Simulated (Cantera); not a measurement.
A closed system holds: 1 mol TEOS, 0.23 mol CO₂, held at 1150 K and 13300 Pa.

These are equilibrium values from Cantera (NASA tables, ideal gas, pure condensed phases), not measurements of a reactor. Candidate condensed phases: C, C₆H₆, C₇H₈, C₈H₁₈, H₂O, Si, SiC, SiO₂; 123 gas species. The feed counts by its element totals alone. The tables hold silica as quartz up to 1696 K and as liquid above; real silica turns to tridymite and cristobalite and melts near 1996 K. Equilibrium is a limit: real reactors are often held back by kinetics, nucleation or transport.

Base state: H₂ 0.800, CO 0.197, CH₄ 0.00200, H₂O 0.000984, CO₂ 0.000203 (mole fractions); condensed: C(graphite) + SiO₂(β-quartz).

### Question
What changes in the equilibrium state with this change: pressure from 13300 Pa to 110 Pa?

### Answer
| species | before | after |
|---|---|---|
| H₂ | 0.800 | 0.803 |
| CO | 0.197 | 0.197 |
| CH₄ | 0.00200 | 1.66e-5 |
| H₂O | 0.000984 | 8.17e-6 |
| CO₂ | 0.000203 | 1.69e-6 |
| C(graphite), mol | 5.76 | 5.77 |
| SiO₂(β-quartz), mol | 1.00 | 1.000 |
